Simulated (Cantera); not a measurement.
An isothermal, constant-pressure homogeneous reactor starts with 37.8 % H2, 27.0 % O2, 35.1 % N2, equivalence ratio 0.70, at 1125 K and 75.0 Torr.

Model: GRI-Mech 3.0 (53 species, 325 reactions), integrated in Cantera. The temperature is held fixed by assumption; the heat of reaction is taken as removed at once.

One state of this run: x H2 = 5.47e-7; x O2 = 0.1000; x NO2 = 3.40e-8; x OH = 2.32e-5; x H2O = 0.467. x: mole fraction; the columns are a selection and need not sum to one.

Task: Which value of t (s) does it belong to?
(A) 0.00108
(B) 0.889
(C) 0.232
(D) 0.0606

Result: C, 0.232
